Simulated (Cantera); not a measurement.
## Equilibrium for silicon nitride deposition: SiF₄ + N₂ + H₂

A closed system holds: 1 mol SiF₄, 8.3 mol N₂, a varied amount of H₂, equilibrated at 773.15 K and 68.0 Pa.

These are equilibrium values from Cantera (NASA tables, ideal gas, pure condensed phases), not measurements of a reactor. Candidate condensed phases: Si, Si₃N₄; 37 gas species. N₂ is the only nitrogen source here; it is nearly inert below about 1500 K, so the nitride shown seldom forms there in practice. Rates play no part.

From 3.7 mol H₂ to 56 mol H₂ the condensed part is Si₃N₄(s). The main Si-bearing gas is SiF₄ throughout.

| n(H₂) (mol) | x H₂ | x N₂ | x SiF₄ | x HF | x SiHF₃ | x NH₃ | x SiF₃ | n Si₃N₄(s) |
|---|---|---|---|---|---|---|---|---|
| 3.7 | 0.285 | 0.638 | 0.0769 | 5.91e-5 | 6.37e-6 | 3.26e-7 | 4.54e-8 | 5.70e-5 |
| 10 | 0.518 | 0.430 | 0.0518 | 6.76e-5 | 6.83e-6 | 6.58e-7 | 3.61e-8 | 9.77e-5 |
| 17 | 0.646 | 0.316 | 0.0380 | 6.64e-5 | 6.36e-6 | 7.85e-7 | 3.01e-8 | 0.000131 |
| 23 | 0.712 | 0.257 | 0.0309 | 6.39e-5 | 5.92e-6 | 8.19e-7 | 2.67e-8 | 0.000156 |
| 30 | 0.763 | 0.211 | 0.0254 | 6.10e-5 | 5.47e-6 | 8.24e-7 | 2.38e-8 | 0.000182 |
| 36 | 0.795 | 0.183 | 0.0221 | 5.87e-5 | 5.14e-6 | 8.15e-7 | 2.19e-8 | 0.000202 |
| 43 | 0.822 | 0.159 | 0.0191 | 5.62e-5 | 4.81e-6 | 7.99e-7 | 2.01e-8 | 0.000224 |
| 49 | 0.840 | 0.142 | 0.0171 | 5.43e-5 | 4.56e-6 | 7.82e-7 | 1.89e-8 | 0.000242 |
| 56 | 0.858 | 0.127 | 0.0153 | 5.23e-5 | 4.31e-6 | 7.61e-7 | 1.77e-8 | 0.000261 |
x: gas mole fraction; n: condensed amount in mol.
